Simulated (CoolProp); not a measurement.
Vapour-liquid equilibrium of R125 (1) + fluoroethane (R161) (2) at 311 K; x and y are mole fractions of (1).

The numbers come from the multi-fluid Helmholtz-energy mixture model, Lemmon 2005 and Wu 2012; pair parameters Bell 2016 in CoolProp.

| x | bubble pressure, mixture model (bar) | bubble pressure, Raoult's law (bar) | y, mixture model | y, Raoult's law |
|---|---|---|---|---|
| 0.05 | 13.15 | 13.24 | 0.063 | 0.072 |
| 0.2 | 14.00 | 14.16 | 0.251 | 0.269 |
| 0.35 | 15.04 | 15.08 | 0.425 | 0.443 |
| 0.5 | 16.13 | 16.00 | 0.577 | 0.596 |
| 0.65 | 17.17 | 16.92 | 0.711 | 0.733 |
| 0.8 | 18.10 | 17.84 | 0.834 | 0.855 |
| 0.95 | 18.87 | 18.76 | 0.957 | 0.966 |

The largest gap from Raoult's law is +1.5 % in bubble pressure, at x = 0.65. No azeotrope shows between x = 0.05 and 0.95.

The pair parameters rest on a limited set of measurements; away from them the model extrapolates. The gap from Raoult's law changes sign with composition, which may be real or a fault of the pair parameters; it wasn't checked against measurements.
